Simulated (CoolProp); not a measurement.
Values from CoolProp's reference Helmholtz-energy equation of state, Lemmon 2006. It is a short technical equation, of lower accuracy than the large ones.

Problem. Give the vapour pressure (MPa), liquid density (kg/m³), vapour density (kg/m³), enthalpy of vaporisation (kJ/kg) of saturated carbon monoxide at -161.45, -149.35, -143.35 °C.

Solution. 
```tsv
T (°C)	p (MPa)	liquid density (kg/m³)	vapour density (kg/m³)	enthalpy of vaporisation (kJ/kg)
-161.45	1.18	636	46.5	156
-149.35	2.28	539	101	112
-143.35	3.04	460	162	73.7
```
